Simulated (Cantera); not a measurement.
Input: 1 mol Ti(OiPr)4, 4.5 mol H2O, equilibrated at 100 Torr.

Cantera equilibrium calculation (NASA polynomials, part measured and part estimated; ideal gas, pure solids and liquids). Candidate condensed phases: C, C6H6, C7H8, C8H18, H2O, Ti, TiC, TiO, TiO2, Ti2O3, Ti3O5, Ti4O7; 113 gas species. The feed counts by its element totals alone. TiC: taken at fixed stoichiometry. The numbers say what is thermodynamically allowed, not how fast it happens. All values below are at 1798 K.

Base state: H2 0.684, CO 0.315, H 0.000798, C2H2 (acetylene) 0.000118, CH4 4.84e-5 (mole fractions); condensed: C(graphite) + TiC(s).

**Question.** What changes in the equilibrium state with this change: Ti(OiPr)4 replaced by Ti?

**Answer.** 
```
species              before     after
-----------------  --------  --------
H2O                 8.27e-6     0.555
H2                    0.684     0.444
H                  0.000798  0.000643
CO                    0.315         0
C2H2 (acetylene)   0.000118         0
OH                    <1e-9   5.28e-5
CH4                 4.84e-5         0
C(graphite), mol       2.49         0
TiC(s), mol            1.00         0
TiO2(rutile), mol         0      1.00
```
Gases not in the tables: TiO(OH)2.
